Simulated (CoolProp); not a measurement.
Vapour-liquid equilibrium of R134a (1) + R141b (2) at 0.0531 bar; x and y are mole fractions of (1).

Computed with CoolProp (multi-fluid Helmholtz-energy mixture model, Tillner-Roth 1994 and Lemmon 2006; pair parameters Bell 2016).

**Question.** Give the bubble temperature and the first vapour's composition at x = 0.65, 0.75, 0.95. Is there an azeotrope?

**Answer.** x = 0.65: -72.3 °C, y = 0.976; x = 0.75: -73.1 °C, y = 0.981; x = 0.95: -74.9 °C, y = 0.994. No azeotrope shows between x = 0.05 and 0.95.

Pair parameters are fitted to limited data, so mixtures are less certain than the pure fluids.
